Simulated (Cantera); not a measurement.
Input: 1 mol PbO, 0.3 mol O2, 0.31 mol N2, held at 0.0100 bar.

Equilibrium computed with Cantera from the NASA thermochemical tables; the gas is ideal and each condensed phase is pure. Candidate condensed phases: Pb, PbO, PbO2, Pb3O4; 12 gas species. Gases not in the tables: (PbO)n polymers. The numbers say what is thermodynamically allowed, not how fast it happens.

x: gas mole fraction; n: condensed amount in mol.

```
T (K)   x N2       x PbO   x O2        x Pb        x NO         x O       x Pb2  n Pb3O4(s)  n PbO(red)  n PbO(yellow)  n PbO(l)
-----  -----  ----------  -----  ----------  ----------  ----------  ----------  ----------  ----------  -------------  --------
450    0.699      <1e-12  0.301      <1e-12    5.19e-11      <1e-12      <1e-12       0.333           0              0         0
550    0.508      <1e-12  0.492      <1e-12     4.79e-9      <1e-12      <1e-12           0        1.00              0         0
650    0.508      <1e-12  0.492      <1e-12     1.03e-7      <1e-12      <1e-12           0        1.00              0         0
750    0.508    4.19e-10  0.492      <1e-12     9.85e-7      <1e-12      <1e-12           0        1.00              0         0
850    0.508     8.33e-8  0.492    2.60e-12     5.52e-6    5.20e-12      <1e-12           0           0           1.00         0
950    0.508  (withheld)  0.492  (withheld)  (withheld)  (withheld)      <1e-12           0           0          1.000         0
1050   0.508    0.000148  0.492     1.37e-7     6.49e-5     4.69e-9      <1e-12           0           0          1.000         0
1150   0.507     0.00228  0.491     7.39e-6    0.000161     5.82e-8      <1e-12           0           0          0.999         0
1250   0.499  (withheld)  0.483  (withheld)  (withheld)  (withheld)  (withheld)           0           0              0     0.989
1350   0.453       0.104  0.440     0.00251    0.000594     2.80e-6     1.85e-9           0           0              0     0.927
1450   0.252       0.456  0.260      0.0312    0.000598     1.02e-5     1.97e-7           0           0              0     0.402
1550   0.185       0.521  0.217      0.0767    0.000763     3.65e-5     8.56e-7           0           0              0         0
```

### Question
What belongs in the gaps?

### Answer

- 1250, x PbO: 0.0183
- 1250, x Pb: 0.000172
- 1250, x NO: 0.000340
- 1250, x O: 4.81e-7
- 1250, x Pb2: 1.34e-11
- 950, x PbO: 5.28e-6
- 950, x Pb: 1.07e-9
- 950, x NO: 2.16e-5
- 950, x O: 2.23e-10
